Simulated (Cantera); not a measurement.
# Hydrocarbon pyrolysis for carbon deposition

An isothermal, constant-pressure homogeneous reactor starts with C2H6 : N2 = 1 : 57 (molar parts), at 1200 K and 0.000681 atm.

Cantera simulation using GRI-Mech 3.0 (53 species, 325 reactions); the numbers are that mechanism's predictions, not measurements. GRI-Mech 3.0 stops at C3 and has no aromatics, soot or wall deposition, so with more carbon than oxygen in the feed, carbon stays in small species such as C2H2 where larger ones or solid carbon would form. Radical loss at walls, strong at low pressure, is not modelled.

```
t (s)       x C2H6     x CH3     x CH4    x C2H4      x H2     x CH2
--------  --------  --------  --------  --------  --------  --------
4.00e-6     0.0172   2.05e-9    <1e-12    <1e-12    <1e-12    <1e-12
1.24e-5     0.0172   6.37e-9    <1e-12    <1e-12    <1e-12    <1e-12
3.86e-5     0.0172   1.98e-8    <1e-12    <1e-12    <1e-12    <1e-12
0.000120    0.0172   6.15e-8  7.73e-12    <1e-12    <1e-12    <1e-12
0.000372    0.0172   1.91e-7  7.45e-11  1.46e-12    <1e-12    <1e-12
0.00116     0.0172   5.92e-7  7.16e-10  3.77e-11  1.07e-11    <1e-12
0.00359     0.0172   1.83e-6   6.87e-9   1.02e-9  3.41e-10    <1e-12
0.0111      0.0172   5.65e-6   6.59e-8   2.75e-8   1.62e-8  6.23e-12
0.0346      0.0172   1.71e-5   6.25e-7   7.63e-7   6.30e-7  1.58e-10
0.107       0.0172   4.94e-5   5.74e-6   2.09e-5   1.96e-5   3.11e-9
0.334       0.0168  0.000143   5.16e-5  0.000360  0.000341   2.91e-8
1.04        0.0141  0.000364  0.000478   0.00264   0.00250   1.07e-7
3.22       0.00524  0.000359   0.00284   0.00912   0.00978   1.43e-7
10.0      0.000221   6.61e-5   0.00478   0.00908    0.0170   1.94e-8
```
x: mole fraction; the columns are a selection and need not sum to one.

Equilibrium at this temperature and pressure: C2H6 4.60e-12, CH3 1.11e-8, CH4 1.41e-5, C2H4 1.32e-6, H2 0.0333, CH2 <1e-12 (gas phase only).
